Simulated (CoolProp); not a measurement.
Vapour-liquid equilibrium of CHF3 (R23) (1) + R134a (2) at 184 kPa; x and y are mole fractions of (1).

Model: multi-fluid Helmholtz-energy mixture model, Penoncello 2003 and Tillner-Roth 1994; pair parameters Bell 2016, in CoolProp.

| x | bubble temperature (K) | y at the bubble point | dew temperature at overall composition x (K) | liquid density (mol/L) |
|---|---|---|---|---|
| 0.05 | 252.9 | 0.307 | 259.8 | 13.49 |
| 0.125 | 243.1 | 0.582 | 257.9 | 14.07 |
| 0.2 | 235.4 | 0.734 | 256.0 | 14.61 |
| 0.275 | 229.4 | 0.822 | 253.9 | 15.12 |
| 0.35 | 224.5 | 0.878 | 251.6 | 15.62 |
| 0.425 | 220.4 | 0.914 | 249.1 | 16.11 |
| 0.5 | 216.9 | 0.939 | 246.4 | 16.60 |
| 0.575 | 213.8 | 0.957 | 243.4 | 17.10 |
| 0.65 | 211.2 | 0.970 | 240.0 | 17.60 |
| 0.725 | 208.8 | 0.980 | 236.0 | 18.10 |
| 0.8 | 206.7 | 0.987 | 231.1 | 18.62 |
| 0.875 | 204.9 | 0.993 | 224.7 | 19.15 |
| 0.95 | 203.2 | 0.998 | 215.1 | 19.68 |

No azeotrope shows between x = 0.05 and 0.95.

The pair parameters rest on a limited set of measurements; away from them the model extrapolates.
